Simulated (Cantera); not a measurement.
## Stirred combustor or abatement burner

A perfectly stirred reactor is fed with CH₄ : C₂H₆ : C₃H₈ : O₂ : N₂ = 1 : 0.97 : 0.91 : 7.65 : 40 (molar parts), at 5.00 bar; it is adiabatic with a 500 K inlet, and is followed from long to short residence time, starting on the burning branch (τ in s: 0.032, 0.017, 0.009, 0.0048, 0.0025, 0.0013, 0.0007, 0.00037, 0.0002, 0.0001, 5.5e-05, 2.9e-05).

Model: GRI-Mech 3.0 (53 species, 325 reactions), integrated in Cantera. GRI-Mech 3.0 was tuned for natural gas; its chemistry of propane as a main component is partial and can be far from experiment.

```tsv
τ (s)	T (K)	x CH₄	x C₂H₆	x C₃H₈	x CO₂	x H₂
0.032	1945	0.000673	1.46e-6	5.41e-7	0.0515	0.0282
0.017	1943	0.000801	2.64e-6	9.68e-7	0.0516	0.0275
0.0090	1939	0.000899	4.60e-6	1.71e-6	0.0514	0.0269
0.0048	1934	0.000972	7.70e-6	2.97e-6	0.0510	0.0265
0.0025	1925	0.00104	1.29e-5	5.19e-6	0.0502	0.0260
0.0013	1911	0.00114	2.17e-5	9.09e-6	0.0490	0.0256
0.00070	1891	0.00131	3.69e-5	1.59e-5	0.0471	0.0251
0.00037	1852	0.00172	7.27e-5	3.16e-5	0.0435	0.0246
0.00020	500	0.0198	0.0192	0.0180	<1e-12	<1e-12
0.00010	500	0.0198	0.0192	0.0180	<1e-12	<1e-12
5.5e-5	500	0.0198	0.0192	0.0180	<1e-12	<1e-12
2.9e-5	500	0.0198	0.0192	0.0180	<1e-12	<1e-12
```
x: mole fraction; the columns are a selection and need not sum to one.
